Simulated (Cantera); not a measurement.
An adiabatic, constant-pressure homogeneous reactor starts with CH4 : O2 : N2 = 1 : 1.05 : 3.96 (molar parts), at 1300 K and 1.00 bar. Integrator tolerance rtol = 1e-08.

Detailed kinetics in Cantera: GRI-Mech 3.0 (53 species, 325 reactions).

Task: What does this change do: pressure from 1.00 bar to 2.20 bar?

Result: 
| quantity | before | after |
|---|---|---|
| time of steepest temperature rise | 16.9 ms | 8.77 ms |
| temperature at 6.00 s | 2401 K | 2413 K |
| equilibrium temperature | 2401 K | 2413 K |
| x(CH4) at 6.00 s | 1.37e-11 (gas-phase equilibrium 1.55e-11) | 6.35e-11 (gas-phase equilibrium 7.17e-11) |
| x(O2) at 6.00 s | 1.15e-5 (gas-phase equilibrium 1.15e-5) | 5.96e-6 (gas-phase equilibrium 5.96e-6) |
| x(C2H6) at 6.00 s | <1e-12 (gas-phase equilibrium <1e-12) | <1e-12 (gas-phase equilibrium <1e-12) |
| x(HCN) at 6.00 s | 7.98e-8 (gas-phase equilibrium 7.98e-8) | 1.76e-7 (gas-phase equilibrium 1.76e-7) |
| x(H) at 6.00 s | 0.00614 (gas-phase equilibrium 0.00614) | 0.00441 (gas-phase equilibrium 0.00441) |

Task: What does this change do: initial temperature 1300 to 1175 K?

Result: 
| quantity | before | after |
|---|---|---|
| time of steepest temperature rise | 16.9 ms | 94.7 ms |
| temperature at 6.00 s | 2401 K | 2303 K |
| equilibrium temperature | 2401 K | 2303 K |
| x(CH4) at 6.00 s | 1.37e-11 (gas-phase equilibrium 1.55e-11) | 2.23e-11 (gas-phase equilibrium 2.52e-11) |
| x(O2) at 6.00 s | 1.15e-5 (gas-phase equilibrium 1.15e-5) | 3.86e-6 (gas-phase equilibrium 3.86e-6) |
| x(C2H6) at 6.00 s | <1e-12 (gas-phase equilibrium <1e-12) | <1e-12 (gas-phase equilibrium <1e-12) |
| x(HCN) at 6.00 s | 7.98e-8 (gas-phase equilibrium 7.98e-8) | 8.16e-8 (gas-phase equilibrium 8.16e-8) |
| x(H) at 6.00 s | 0.00614 (gas-phase equilibrium 0.00614) | 0.00380 (gas-phase equilibrium 0.00380) |
